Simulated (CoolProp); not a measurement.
CH2F2 (R32) at several states: fugacity coefficient from the reference equation and from simpler models built on Tc = 78.1 °C, pc = 5783 kPa, ω = 0.277; each cubic takes its own stable root.

Values from CoolProp's reference Helmholtz-energy equation of state, Tillner-Roth 1997.

```json
[
 {"T (°C)": "-30.15", "p (kPa)": "178", "phase": "gas", "reference": "0.9526"},
 {"T (°C)": "4.45", "p (kPa)": "191", "phase": "gas", "reference": "0.9699"},
 {"T (°C)": "139.05", "p (kPa)": "12.6", "phase": "gas", "reference": "0.9995"},
 {"T (°C)": "-6.45", "p (kPa)": "7180", "phase": "liquid", "reference": "0.09276"}
]
```

**Question.** How far does each simpler model (Soave-Redlich-Kwong, Peng-Robinson) lie from the reference over these 4 states: mean and median of the absolute difference, and the worst?

**Answer.** 
- Soave-Redlich-Kwong: mean 2.7 %, median 1.1 %, worst +8.7 % at -6.45 °C and 7180 kPa
- Peng-Robinson: mean 1.7 %, median 1.0 %, worst +4.9 % at -6.45 °C and 7180 kPa
